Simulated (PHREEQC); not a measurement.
A column of 0.2 m (40 cells, dispersivity 0.016 m, 3600 s a shift, diffusion coefficient 3e-10 m²/s) holds 0.034 eq of the database's cation exchanger X per kg of pore water, first in equilibrium with 1.1 mmol/kgw LiCl, 19 mmol/kgw BaCl2, 27 mmol/kgw NaCl and 0.01 mmol/kgw HCl. It is flushed with 0.54 mmol/kgw CdCl2, 14 mmol/kgw CaCl2 and 0.01 mmol/kgw HCl, at 25 °C. Values are for the last cell. No CO2 enters from the air. No solid was allowed to form.

The series has 34 steps of pore volumes, from 0 to 4.963.

The numbers come from PHREEQC with the ion-association model, phreeqc.dat.

**Question.** After how many pore volumes does Ca at the outlet first reach half of its feed value?

**Answer.** By 2.1 pore volumes.

**Question.** After how many pore volumes does Cd at the outlet first reach half of its feed value?

**Answer.** By 1.4 pore volumes.

Species that the database lacks are ignored.
